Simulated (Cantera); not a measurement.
Cantera run, input and output.

```python
import numpy as np
import cantera as ct

gas = ct.Solution("gri30.yaml")
gas.TPX = 698, 101325, {'CH4': 1, 'C2H6': 0.082, 'C3H8': 0.57, 'O2': 3.95, 'N2': 14.9}
inlet = ct.Reservoir(gas, clone=True)
gas.equilibrate("HP")  # start burning
reactor = ct.IdealGasConstPressureReactor(gas, energy="on", clone=False)
exhaust = ct.Reservoir(gas, clone=True)
tau = [0.36, 0.16, 0.068, 0.029, 0.013, 0.0054, 0.0023, 0.001, 0.00043, 0.00019, 8.1e-05][0]
for a, b in ((inlet, reactor), (reactor, exhaust)):
    ct.MassFlowController(a, b, mdot=lambda t: reactor.mass / tau)
net = ct.ReactorNet([reactor])
show = ['CH4', 'C2H6', 'C3H8', 'H', 'H2']

rows = []
print(f"{'tau/s':>10s}{'T/K':>9s}" + "".join(f"{s:>11s}" for s in show))
for tau in [0.36, 0.16, 0.068, 0.029, 0.013, 0.0054, 0.0023, 0.001, 0.00043, 0.00019, 8.1e-05]:
    net.initial_time = 0.0
    net.advance(30 * tau)
    before = gas.X
    net.advance(40 * tau)
    drift = np.max(np.abs(gas.X - before) / (gas.X + 1e-9))
    rows.append([gas.T, *gas[show].X, drift])
    print(f"{tau:10.3e}{gas.T:9.1f}" + "".join(f"{x:11.3e}" for x in gas[show].X))
```

Output:

```
     tau/s      T/K        CH4       C2H6       C3H8          H         H2
 3.600e-01   2358.4  1.182e-06  2.920e-09  2.004e-08  2.703e-03  3.555e-02
 1.600e-01   2355.0  2.283e-06  6.452e-09  4.343e-08  2.921e-03  3.559e-02
 6.800e-02   2348.7  4.159e-06  1.468e-08  9.555e-08  3.338e-03  3.566e-02
 2.900e-02   2338.3  6.946e-06  3.269e-08  2.028e-07  4.014e-03  3.577e-02
 1.300e-02   2324.0  1.087e-05  6.836e-08  4.020e-07  4.932e-03  3.595e-02
 5.400e-03   2303.0  1.803e-05  1.516e-07  8.389e-07  6.249e-03  3.624e-02
 2.300e-03   2277.4  3.114e-05  3.282e-07  1.723e-06  7.767e-03  3.661e-02
 1.000e-03   2248.9  5.728e-05  7.077e-07  3.565e-06  9.285e-03  3.703e-02
 4.300e-04   2217.5  1.163e-04  1.599e-06  7.803e-06  1.053e-02  3.747e-02
 1.900e-04   2180.8  2.563e-04  3.767e-06  1.792e-05  1.106e-02  3.789e-02
 8.100e-05   2113.3  7.099e-04  1.108e-05  5.053e-05  1.021e-02  3.873e-02
```

Computed with Cantera and GRI-Mech 3.0 (53 species, 325 reactions). GRI-Mech 3.0 was tuned for natural gas; its chemistry of propane as a main component is partial and can be far from experiment.
